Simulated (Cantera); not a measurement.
**SiO2 + CO + C (carbothermic reduction)**

Feed: 1 mol SiO2, 1.7 mol CO, 0.5 mol C, equilibrated at 1250 K and 6.00 bar.

Cantera equilibrium calculation (NASA polynomials, part measured and part estimated; ideal gas, pure solids and liquids). Candidate condensed phases: C, Si, SiC, SiO2; 20 gas species. The tables hold silica as quartz up to 1696 K and as liquid above; real silica turns to tridymite and cristobalite and melts near 1996 K. Equilibrium is a limit: real reactors are often held back by kinetics, nucleation or transport.

```json
{
 "x(CO)": "0.948",
 "x(CO2)": "0.0519",
 "n(C(graphite))": "0.584 mol",
 "n(SiO2(β-quartz))": "1.00 mol",
 "gas_amount": "1.616 mol",
 "log10 activity of Si(s) (absent)": "-11.63"
}
```
